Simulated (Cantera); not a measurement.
Mixture: CH4 : O2 : N2 = 1 : 2 : 7.52 (molar parts), equivalence ratio 1.0, at 10.0 bar, adiabatic and at constant volume. Ignition delay is the time to a rise of 400 K.

Cantera simulation using GRI-Mech 3.0 (53 species, 325 reactions); the numbers are that mechanism's predictions, not measurements.

Q: Predict: delay at 1225 K; delay at 1425 K; delay at 1625 K; delay at 1825 K; delay at 2025 K; apparent activation energy between 1825 and 2025 K.

A: 
- delay at 1225 K = 3.33 ms
- delay at 1425 K = 0.364 ms
- delay at 1625 K = 56.6 µs
- delay at 1825 K = 12.5 µs
- delay at 2025 K = 3.87 µs
- apparent activation energy between 1825 and 2025 K = 180 kJ/mol
